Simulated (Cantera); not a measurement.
A closed system holds: 1 mol SiC, 0.03 mol O2, 460 mol H2, equilibrated at 2.60 mbar.

Equilibrium computed with Cantera from the NASA thermochemical tables; the gas is ideal and each condensed phase is pure. Candidate condensed phases: C, C6H6, C7H8, C8H18, H2O, Si, SiC, SiO2; 123 gas species. Rates play no part.

x: gas mole fraction; n: condensed amount in mol.

```json
[
 {"T (K)": "1325", "x H2": "1.000", "x H": "3.21e-5", "x Si": "4.19e-9", "x C2H2 (acetylene)": "(withheld)", "n SiC(s)": "0.970"},
 {"T (K)": "1400", "x H2": "1.000", "x H": "9.54e-5", "x Si": "4.30e-8", "x C2H2 (acetylene)": "(withheld)", "n SiC(s)": "0.970"},
 {"T (K)": "1475", "x H2": "1.000", "x H": "0.000254", "x Si": "3.47e-7", "x C2H2 (acetylene)": "(withheld)", "n SiC(s)": "0.970"},
 {"T (K)": "1550", "x H2": "0.999", "x H": "0.000617", "x Si": "2.25e-6", "x C2H2 (acetylene)": "(withheld)", "n SiC(s)": "0.969"},
 {"T (K)": "1625", "x H2": "0.998", "x H": "0.00138", "x Si": "1.15e-5", "x C2H2 (acetylene)": "(withheld)", "n SiC(s)": "0.967"},
 {"T (K)": "1700", "x H2": "0.997", "x H": "0.00289", "x Si": "4.18e-5", "x C2H2 (acetylene)": "(withheld)", "n SiC(s)": "0.959"},
 {"T (K)": "1775", "x H2": "0.994", "x H": "0.00566", "x Si": "9.69e-5", "x C2H2 (acetylene)": "(withheld)", "n SiC(s)": "0.943"},
 {"T (K)": "1850", "x H2": "0.989", "x H": "0.0105", "x Si": "0.000188", "x C2H2 (acetylene)": "(withheld)", "n SiC(s)": "0.902"},
 {"T (K)": "1925", "x H2": "0.981", "x H": "0.0186", "x Si": "0.000444", "x C2H2 (acetylene)": "(withheld)", "n SiC(s)": "0.772"},
 {"T (K)": "2000", "x H2": "0.967", "x H": "0.0314", "x Si": "0.00111", "x C2H2 (acetylene)": "(withheld)", "n SiC(s)": "0.417"},
 {"T (K)": "2075", "x H2": "0.946", "x H": "0.0508", "x Si": "0.00189", "x C2H2 (acetylene)": "(withheld)", "n SiC(s)": "0"}
]
```

### Question
Some entries are withheld; supply them.

### Answer

- 1325, x C2H2 (acetylene): 7.20e-10
- 1400, x C2H2 (acetylene): 3.14e-9
- 1475, x C2H2 (acetylene): 1.18e-8
- 1550, x C2H2 (acetylene): 4.01e-8
- 1625, x C2H2 (acetylene): 1.39e-7
- 1700, x C2H2 (acetylene): 6.28e-7
- 1775, x C2H2 (acetylene): 4.94e-6
- 1850, x C2H2 (acetylene): 4.09e-5
- 1925, x C2H2 (acetylene): 0.000173
- 2000, x C2H2 (acetylene): 0.000512
- 2075, x C2H2 (acetylene): 0.000888
